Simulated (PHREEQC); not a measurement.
A solution holds 0.0014 mol NaHS, 0.0044 mol Na2SO4, 0.021 mol KCl and 0.071 mol NH4Br per kg of water, at 25 °C. Closed to the air; pH follows from the charge balance.

Computed with PHREEQC (ion-association model, wateq4f.dat).

Precipitation was switched off in this run.

Task: Predict the pH.

Result: pH 7.15.

Task: In which forms is S present?

Result: SO4-2 54 %, NH4SO4- 18 %, HS- 17 %, H2S 7.6 %, KSO4- 2.8 %, NaSO4- 1.0 % of the S.

Species that the database lacks are ignored. The polysulfide entries of wateq4f.dat were taken out for this run.
